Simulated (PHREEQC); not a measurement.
Synthetic water in mmol/kgw, 51 °C, pH 1.9, pe 12.7:

```tsv
constituent	mmol/kgw
Na	43.9
K	6.95e-06
Ca	7.75
Mg	2.17
Cl	9.69
S(6)	39.9
Fe(3)	0.0105
Mn(2)	0.282
Cu(2)	0.00985
```

Valence states are taken as typed.

Equilibrium calculation in PHREEQC: ion-association model, wateq4f.dat.

No solid was allowed to form.

Question: Predict the ionic strength, charge-balance error.

Answer: ionic strength 0.0880 mol/kgw; charge-balance error 6.3 %.

Question: In which forms is K present?

Answer: K+ 94 %, KSO4- 5.9 % of the K.

Saturation is exceeded, for instance for Hematite (slow to form), Goethite (slow to form); the values hold only as long as no solid forms. At this temperature some constants are extrapolated from 25 °C, and those without enthalpy data are left unchanged.
